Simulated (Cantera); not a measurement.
Input (Python, Cantera) and output of one run.

```python
import numpy as np
import cantera as ct

gas_names = """
    H HO2 H2 H2O H2O2 Mg MgH MgO MgOH MgO2H2 Mg2 O OH O2 O3 Si SiH SiH2 SiH3 SiH4 SiO SiO2 Si2 Si3
""".split()
cond_names = """
    H2O(s) H2O(L) Mg(cr) Mg(L) MgO(s) MgO(L) MgO2H2(s) MgSiO3(I) MgSiO3(II) MgSiO3(III) MgSiO3(L)
    Mg2SiO4(s) Mg2SiO4(L) Si(cr) Si(L) SiO2(Lqz) SiO2(hqz) SiO2(L)
""".split()


# ... load() reads the species with a 1 bar reference pressure and builds the phases ...
atoms = {
    'SiO2': {'Si': 1, 'O': 2},
    'MgO': {'Mg': 1, 'O': 1},
    'H2': {'H': 2},
}
top_T = {}  # K; cautious upper limits of use, not melting points


# ... equilibrate(T, P, feed) seeds the gas with the atoms and calls Mixture.equilibrate('TP', solver="vcs", rtol=1e-11, max_steps=5000) ...
results = []
feed = {'SiO2': 1, 'MgO': 2.3, 'H2': 0.58}  # mol
P = 16000  # Pa
for T in [975, 1125, 1275, 1425, 1575, 1725, 1875, 2025, 2175]:
    mix = equilibrate(T, P, feed)
    results.append((T, P, feed, dict(zip(mix.species_names, mix.species_moles))))
    x = sorted(zip(gas.X, gas.species_names), reverse=True)
    print(f"T = {T:g} K  P = {P:g} Pa  gas = {mix.phase_moles(0):.4g} mol")
    print("   x: " + "  ".join(f"{s} {v:.3e}" for v, s in x if v > 1e-05))
    print("   condensed (mol): " + ("  ".join(f"{mix.phase(i).name} {mix.phase_moles(i):.4g}"
          for i in range(1, mix.n_phases) if mix.phase_moles(i) > 1e-12) or "none"))
```

It prints:

```
T = 975 K  P = 16000 Pa  gas = 0.58 mol
   x: H2 1.000e+00
   condensed (mol): MgO(s) 0.3  Mg2SiO4(s) 1
T = 1125 K  P = 16000 Pa  gas = 0.58 mol
   x: H2 1.000e+00
   condensed (mol): MgO(s) 0.3  Mg2SiO4(s) 1
T = 1275 K  P = 16000 Pa  gas = 0.58 mol
   x: H2 1.000e+00
   condensed (mol): MgO(s) 0.3  Mg2SiO4(s) 1
T = 1425 K  P = 16000 Pa  gas = 0.58 mol
   x: H2 9.999e-01  H2O 2.864e-05  Mg 2.832e-05  H 1.705e-05
   condensed (mol): MgO(s) 0.3  Mg2SiO4(s) 1
T = 1575 K  P = 16000 Pa  gas = 0.5801 mol
   x: H2 9.995e-01  H2O 2.017e-04  Mg 1.970e-04  H 1.039e-04
   condensed (mol): MgO(s) 0.2999  Mg2SiO4(s) 1
T = 1725 K  P = 16000 Pa  gas = 0.5807 mol
   x: H2 9.975e-01  H2O 1.009e-03  Mg 9.623e-04  H 4.637e-04  SiO 4.133e-05
   condensed (mol): MgO(s) 0.2995  Mg2SiO4(s) 1
T = 1875 K  P = 16000 Pa  gas = 0.5827 mol
   x: H2 9.906e-01  H2O 3.893e-03  Mg 3.580e-03  H 1.631e-03  SiO 2.936e-04  MgH 2.039e-05
   condensed (mol): MgO(s) 0.2982  Mg2SiO4(s) 0.9998
T = 2025 K  P = 16000 Pa  gas = 0.5886 mol
   x: H2 9.707e-01  H2O 1.227e-02  Mg 1.070e-02  H 4.740e-03  SiO 1.507e-03  MgH 6.649e-05  MgOH 3.275e-05
   condensed (mol): MgO(s) 0.2954  Mg2SiO4(s) 0.9991
T = 2175 K  P = 16000 Pa  gas = 0.6033 mol
   x: H2 9.227e-01  H2O 3.262e-02  Mg 2.663e-02  H 1.172e-02  SiO 5.879e-03  MgH 1.754e-04  MgOH 1.739e-04  OH 5.566e-05
   condensed (mol): MgO(s) 0.2908  Mg2SiO4(L) 0.9965
```

Cantera equilibrium calculation (NASA polynomials, part measured and part estimated; ideal gas, pure solids and liquids). Mutual solubility and eutectic melting of coexisting phases are not modelled. The tables' values for MgH are old estimates; treat these amounts as uncertain. Condensed phases not in the tables: alloys, solid solutions and most ternary compounds.
